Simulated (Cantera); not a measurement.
A closed system holds: 1 mol CaCO3, 8.2 mol H2O, 0.33 mol O2, equilibrated at 0.300 Torr.

Cantera equilibrium calculation (NASA polynomials, part measured and part estimated; ideal gas, pure solids and liquids). Candidate condensed phases: C, C6H6, C7H8, C8H18, Ca, CaCO3, CaO, Ca(OH)2, H2O; 115 gas species. Kinetics and transport are ignored.

x: gas mole fraction; n: condensed amount in mol.

| T (K) | x H2O | x CO2 | x O2 | x H2 | x OH | x CO | x H | n CaCO3(calcite) | n CaO(s) |
|---|---|---|---|---|---|---|---|---|---|
| 548 | 0.961 | 4.45e-6 | 0.0387 | <1e-12 | <1e-12 | <1e-12 | <1e-12 | 1.000 | 0 |
| 698 | 0.945 | 0.0171 | 0.0380 | <1e-12 | 3.52e-10 | <1e-12 | <1e-12 | 0.851 | 0.149 |
| 848 | 0.860 | 0.105 | 0.0346 | 9.77e-11 | 4.59e-8 | 3.85e-12 | <1e-12 | 0 | 1.00 |
| 998 | 0.860 | 0.105 | 0.0346 | 1.90e-8 | 1.46e-6 | 1.60e-9 | 1.48e-11 | 0 | 1.00 |
| 1148 | 0.860 | 0.105 | 0.0346 | 9.49e-7 | 1.89e-5 | 1.37e-7 | 3.49e-9 | 0 | 1.00 |
| 1298 | 0.860 | 0.105 | 0.0346 | ___ | ___ | ___ | ___ | 0 | 1.00 |
| 1448 | 0.860 | 0.105 | 0.0346 | 0.000213 | 0.000646 | 6.15e-5 | 6.72e-6 | 0 | 1.000 |
| 1598 | 0.856 | 0.104 | 0.0350 | ___ | ___ | ___ | ___ | 0 | 1.000 |
| 1748 | 0.843 | 0.101 | 0.0377 | 0.00710 | 0.00667 | 0.00308 | 0.000963 | 0 | 1.000 |

Question: What belongs in the gaps?

Answer: 
- 1598, x H2: 0.00148
- 1598, x OH: 0.00230
- 1598, x CO: 0.000541
- 1598, x H: 0.000103
- 1298, x H2: 1.94e-5
- 1298, x OH: 0.000136
- 1298, x CO: 4.14e-6
- 1298, x H: 2.36e-7
